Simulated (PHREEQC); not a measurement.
TMAH is added in steps, without added water, to 1 kg of water holding 0.12 mol HCl, 0.00062 mol LiCl and 0.0034 mol Na2SO4, at 25 °C. O2 is buffered at 0.21 atm. The system is closed to CO2. Only these solids could form: Halite, Mirabilite.

Base run: PHREEQC, ion-association model, wateq4f.dat. Each further column changes one thing. The table gives SO4-2 (mol/kgw).

| TMAH added (mol) | base | 0.15 mol/kgw NaCl added | Na2SO4 replaced by NH4HSO4 at the same molality | no solid may form |
|---|---|---|---|---|
| 0 | 0.000650 | 0.000756 | 0.000634 | 0.000650 |
| 0.013 | 0.000713 | 0.000822 | 0.000695 | 0.000713 |
| 0.0195 | 0.000750 | 0.000860 | 0.000729 | 0.000750 |
| 0.0325 | 0.000835 | (withheld) | 0.000810 | 0.000835 |
| 0.0455 | 0.000943 | 0.00105 | 0.000912 | 0.000943 |
| 0.052 | 0.00101 | 0.00111 | 0.000972 | 0.00101 |
| 0.065 | 0.00117 | 0.00126 | 0.00112 | 0.00117 |
| 0.078 | 0.00139 | 0.00146 | 0.00132 | 0.00139 |
| 0.0845 | 0.00153 | 0.00158 | 0.00145 | 0.00153 |
| 0.0975 | 0.00192 | 0.00189 | (withheld) | 0.00192 |
| 0.1105 | 0.00257 | 0.00234 | 0.00236 | 0.00257 |
| 0.117 | 0.00306 | (withheld) | (withheld) | 0.00306 |
| 0.13 | 0.00335 | 0.00283 | 0.00339 | 0.00335 |

**Question.** Some entries are withheld; supply them.

**Answer.** 
- 0.0325, 0.15 mol/kgw NaCl added: 0.000946
- 0.0975, Na2SO4 replaced by NH4HSO4 at the same molality: 0.00180
- 0.117, 0.15 mol/kgw NaCl added: 0.00265
- 0.117, Na2SO4 replaced by NH4HSO4 at the same molality: 0.00277

(CH3)4N+ isn't in the database: it is added as a free cation with an ion size of 4 Å.
